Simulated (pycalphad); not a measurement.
An equivalent pycalphad script:

```python
from pycalphad import Database, equilibrium, calculate, variables as v
import numpy as np
db = Database('COST507.tdb')
comps = ['AL', 'SI', 'FE', 'VA']
phases = ['AL13FE4', 'AL2FE', 'AL5FE2', 'AL5FE4', 'ALFESI_ALPHA', 'ALFESI_BETA', 'ALFESI_DELTA', 'ALFESI_GAMMA', 'ALFESI_TAU1', 'ALFESI_TAU3', 'BCC_B2', 'DIAMOND_A4', 'FCC_A1', 'FE2SI', 'FE5SI3', 'FESI', 'FESI2_H', 'FESI2_L', 'LIQUID']
eq = equilibrium(db, comps, phases, {v.X('SI'): 0.2007, v.X('FE'): 0.0301, v.T: np.arange(1850, 499, -40), v.P: 101325, v.N: 1}, output=['HM', 'SM'])
```

CALPHAD calculation (pycalphad, COST 507 light-alloy database (1999)), 1 atm. The database dates from 1999; later assessments differ in places, in temperatures and in the compounds included. Amounts are mole fractions of atoms.

Results at three of the temperatures:

```
T = 1810.00 K, P = 101325 Pa, N = 1 mol of atoms
G = -117561 J/mol, H = 58581 J/mol, S = 97.32 J/(mol K)  (SER reference)
chemical potentials (J/mol): Al -115043, Si -113031, Fe -212117
phase             fraction      x(Al)      x(Si)      x(Fe)
LIQUID              1.0000     0.7692     0.2007     0.0301
```

```
T = 1570.00 K, P = 101325 Pa, N = 1 mol of atoms
G = -94725 J/mol, H = 51096 J/mol, S = 92.88 J/(mol K)  (SER reference)
chemical potentials (J/mol): Al -92849, Si -87838, Fe -188581
phase             fraction      x(Al)      x(Si)      x(Fe)
LIQUID              1.0000     0.7692     0.2007     0.0301
```

```
T = 1530.00 K, P = 101325 Pa, N = 1 mol of atoms
G = -91026 J/mol, H = 49851 J/mol, S = 92.08 J/(mol K)  (SER reference)
chemical potentials (J/mol): Al -89259, Si -83733, Fe -184801
phase             fraction      x(Al)      x(Si)      x(Fe)
LIQUID              1.0000     0.7692     0.2007     0.0301
```

Changes of the phase set, refined by bisection:

```csv
T (K),phases above,phases below
1015.7,liquid,ALFESI_DELTA + liquid
943.3,ALFESI_DELTA + liquid,ALFESI_DELTA + diamond (Si) + liquid
882 ± 1,ALFESI_DELTA + diamond (Si) + liquid,ALFESI_BETA + diamond (Si) + liquid
848.9,ALFESI_BETA + diamond (Si) + liquid,ALFESI_BETA + diamond (Si) + fcc
```

Database names, with the compositions (at.%) that they take in these runs: ALFESI_DELTA: Al 55 Si 30 Fe 15; ALFESI_BETA: Al 70 Si 15 Fe 15.
